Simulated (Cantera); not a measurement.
A closed system holds: 1 mol SiH2Cl2, 1.6 mol NH3, 7.6 mol N2, held at 28.0 Pa.

Method: chemical equilibrium by Gibbs-energy minimisation in Cantera with the NASA 1993 tables (ideal gas, pure condensed phases). Candidate condensed phases: NH4Cl, Si, Si3N4; 28 gas species. Rates play no part.

Over these rows the condensed part is Si3N4(s). Partial pressures as log10 of bar:

| T (K) | 1000/T (1/K) | log p SiCl4 | log p N2 | log p H2 | log p HCl |
|---|---|---|---|---|---|
| 1048 | 0.9542 | -6.95 | -3.75 | -4.25 | -4.34 |
| 1148 | 0.8711 | -7.10 | -3.75 | -4.25 | -4.34 |
| 1248 | 0.8013 | ? | -3.75 | -4.25 | -4.35 |
| 1348 | 0.7418 | -7.64 | -3.75 | -4.23 | -4.41 |
| 1448 | 0.6906 | -8.31 | -3.74 | -4.20 | -4.54 |
| 1548 | 0.6460 | -9.19 | -3.74 | -4.18 | -4.73 |

**Question.** Fit log p(SiCl4) = a + b·(1000/T) to the five rows, give the apparent enthalpy, and predict the row at 1248 K.

**Answer.** Means: 1000/T = 0.7807, log p = -7.838. Sxy = 0.437723, Sxx = 0.0660497, so b = 6.63 and a = -7.838 − (6.63)×0.7807 = -13.01.
Apparent enthalpy: −19.145 × (6.63) = -127 kJ/mol. With the condensed phases at unit activity, 1/3 Si3N4(s) + 4 HCl(g) = SiCl4(g) + 2/3 N2(g) + 2 H2(g) links this pressure to the main gases: over the six rows their terms move log p by -1.71 in all, so the slope isn't that reaction's ΔH° alone. The five rows lie within 0.46 of the line; that is curvature, so one enthalpy describes this range poorly.
Prediction at 1248 K: -13.01 + (6.63)×0.8013 = -7.70. The computed value is -7.27, 0.43 from the line.
